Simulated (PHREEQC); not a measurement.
**Acid rinse or clean: speciation**

Consider water at 25 °C with 190 mmol/kgw HNO3, 57 mmol/kgw NaCl and 4.6 mmol/kgw MnSO4. Closed to the air; pH follows from the charge balance.

The numbers come from PHREEQC with the ion-association model, phreeqc.dat.

| Item | Result |
|---|---|
| pH | 0.83 |
| ionic strength | 0.257 mol/kgw |
| activity of water | 0.992 |
| specific conductance | 66500 µS/cm |
| density | 1.006 g/cm³ |
| total alkalinity | -190 meq/kg |

```json
[
 {"species": "NO3-", "molality": "0.190", "activity": "0.128", "log γ": "-0.172"},
 {"species": "H+", "molality": "0.186", "activity": "0.147", "log γ": "-0.103"},
 {"species": "Na+", "molality": "0.0569", "activity": "0.0419", "log γ": "-0.133"},
 {"species": "Cl-", "molality": "0.0567", "activity": "0.0395", "log γ": "-0.157"},
 {"species": "Mn+2", "molality": "0.00419", "activity": "0.00127", "log γ": "-0.517"},
 {"species": "HSO4-", "molality": "0.00377", "activity": "0.00278", "log γ": "-0.132"},
 {"species": "SO4-2", "molality": "0.000732", "activity": "0.000195", "log γ": "-0.574"},
 {"species": "MnCl+", "molality": "0.000284", "activity": "0.000205", "log γ": "-0.141"},
 {"species": "Mn(NO3)2", "molality": "7.79e-5", "activity": "8.27e-5", "log γ": "0.026"}
]
```

No solid was allowed to form. Species that the database lacks are ignored.
